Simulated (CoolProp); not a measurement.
Vapour-liquid equilibrium of ethanol (1) + cyclohexane (2) at 7.21 bar; x and y are mole fractions of (1).

Computed with CoolProp (multi-fluid Helmholtz-energy mixture model, Schroeder 2014 and Zhou 2014; pair parameters Bell 2016).

```tsv
x	bubble temperature (K)	y at the bubble point	dew temperature at overall composition x (K)	liquid density (mol/L)
0.05	426.1	0.199	434.2	7.728
0.2	411.9	0.449	426.0	8.404
0.35	407.7	0.538	417.5	9.091
0.5	406.2	0.590	409.3	9.925
0.65	405.8	0.646	405.8	10.98
0.8	406.6	0.739	407.5	12.28
0.95	409.7	0.914	410.4	13.87
```

y crosses x between x = 0.5 and 0.65: the model has an azeotrope there.

The pair parameters rest on a limited set of measurements; away from them the model extrapolates.
